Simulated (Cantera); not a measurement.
# CO2 + H2 (abatement and gas-phase synthesis)

Charge: 1 mol CO2, 0.24 mol H2, equilibrated at 1 atm.

These are equilibrium values from Cantera (NASA tables, ideal gas, pure condensed phases), not measurements of a reactor. Candidate condensed phases: C, C6H6, C7H8, C8H18, H2O; 110 gas species. Rates play no part.

| T (°C) | x CO2 | x CO | x H2O | x H2 | x OH |
|---|---|---|---|---|---|
| 1252 | 0.631 | 0.175 | 0.175 | 0.0181 | 9.50e-7 |
| 1402 | 0.628 | 0.178 | 0.178 | 0.0153 | 8.05e-6 |
| 1552 | 0.626 | 0.180 | 0.180 | 0.0132 | 4.79e-5 |
| 1702 | 0.624 | 0.182 | 0.182 | 0.0118 | 0.000217 |
| 1852 | 0.623 | 0.183 | 0.182 | 0.0107 | 0.000789 |
| 2002 | 0.618 | 0.186 | 0.181 | 0.00989 | 0.00240 |
| 2152 | 0.602 | 0.196 | 0.178 | 0.00968 | 0.00610 |
x: gas mole fraction; nothing condenses.

From 1252 °C to 2152 °C nothing is condensed. The main C-bearing gas is CO2 throughout.
